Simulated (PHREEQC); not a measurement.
A solution holds 0.094 mol/kgw CsBr and 0.14 mol/kgw NaHSO4, at 25 °C. Closed to the air; pH follows from the charge balance.

Equilibrium calculation in PHREEQC: ion-association model, wateq4f.dat.

```json
{
 "pH": "1.33",
 "ionic_strength": "0.337 mol/kgw",
 "activity_of_water": "0.991",
 "total_alkalinity": "-140 meq/kg"
}
```

```tsv
species	molality	activity	log γ
Na+	0.132	0.0949	-0.143
Br-	0.0940	0.0688	-0.136
Cs+	0.0940	0.0688	-0.136
HSO4-	0.0804	0.0557	-0.159
H+	0.0596	0.0464	-0.109
SO4-2	0.0514	0.0123	-0.620
NaSO4-	0.00821	0.00587	-0.146
```

Precipitation was switched off in this run.
